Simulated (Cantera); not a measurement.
An isothermal, constant-pressure homogeneous reactor starts with C2H6 : N2 = 1 : 31 (molar parts), at 1848 K and 1.01 bar.

Computed with Cantera and GRI-Mech 3.0 (53 species, 325 reactions). GRI-Mech 3.0 stops at C3 and has no aromatics, soot or wall deposition, so with more carbon than oxygen in the feed, carbon stays in small species such as C2H2 where larger ones or solid carbon would form.

x: mole fraction; the columns are a selection and need not sum to one.

```tsv
t (s)	x C2H6	x C2H	x HCN	x CH2	x C2H4
4.00e-6	0.0232	1.32e-8	4.17e-7	3.29e-5	0.00234
2.35e-5	___	___	___	___	___
0.000139	2.91e-5	1.02e-6	1.52e-5	2.53e-6	0.00255
0.000816	6.38e-6	5.87e-7	1.58e-5	6.69e-7	0.000155
0.00480	___	6.19e-7	___	___	___
0.0283	2.05e-7	6.65e-7	2.08e-5	1.36e-7	3.08e-5
0.167	8.42e-9	6.83e-7	2.57e-5	2.77e-8	2.92e-5
0.980	1.75e-9	6.85e-7	3.37e-5	1.13e-8	2.92e-5
5.77	1.71e-9	6.84e-7	7.96e-5	1.11e-8	2.92e-5
34.0	1.70e-9	6.81e-7	0.000361	1.11e-8	2.91e-5
200	1.68e-9	6.66e-7	0.00167	1.10e-8	2.84e-5
```

Q: Some entries are withheld; supply them.

A: 
- 2.35e-5, x C2H6: 0.00211
- 2.35e-5, x C2H: 2.37e-6
- 2.35e-5, x HCN: 1.06e-5
- 2.35e-5, x CH2: 3.84e-5
- 2.35e-5, x C2H4: 0.0130
- 0.00480, x C2H6: 2.36e-6
- 0.00480, x HCN: 1.72e-5
- 0.00480, x CH2: 4.29e-7
- 0.00480, x C2H4: 6.09e-5
